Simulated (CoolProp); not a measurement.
Vapour-liquid equilibrium of hydrogen sulfide (1) + isobutane (2) at 1.21 MPa; x and y are mole fractions of (1).

Computed with CoolProp (multi-fluid Helmholtz-energy mixture model, Lemmon 2006 and Bücker 2006; pair parameters Kunz 2012).

```tsv
x	bubble temperature (°C)	y at the bubble point	dew temperature at overall composition x (°C)	liquid density (mol/L)
0.05	65.8	0.181	72.5	8.743
0.125	53.3	0.405	68.8	9.513
0.2	42.8	0.563	64.9	10.28
0.275	34.6	0.669	60.8	11.06
0.35	28.3	0.740	56.6	11.86
0.425	23.5	0.790	52.1	12.70
0.5	19.8	0.827	47.2	13.61
0.575	16.9	0.856	42.0	14.61
0.65	14.4	0.880	36.2	15.73
0.725	12.3	0.903	29.7	17.02
0.8	10.3	0.926	22.5	18.52
0.875	8.5	0.951	14.9	20.29
0.95	6.7	0.979	8.5	22.42
```

No azeotrope shows between x = 0.05 and 0.95.

The pair parameters rest on a limited set of measurements; away from them the model extrapolates.
